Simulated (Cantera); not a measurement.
# Equilibrium for abatement and gas-phase synthesis: HCl + O₂ + H₂

A closed system holds: 1 mol HCl, 0.1 mol O₂, 0.068 mol H₂, held at 1823 K and 15000 Pa.

Method: chemical equilibrium by Gibbs-energy minimisation in Cantera with the NASA 1993 tables (ideal gas, pure condensed phases). Candidate condensed phases: H₂O; 14 gas species. Kinetics and transport are ignored.

```
Item            Value
----------  ---------
x(HCl)          0.786
x(H₂O)         0.1000
x(Cl)          0.0706
x(O₂)          0.0364
x(Cl₂)        0.00606
x(OH)        0.000820
x(ClO)        9.10e-5
x(H₂)         9.01e-5
x(O)          7.43e-5
gas amount  1.151 mol
```
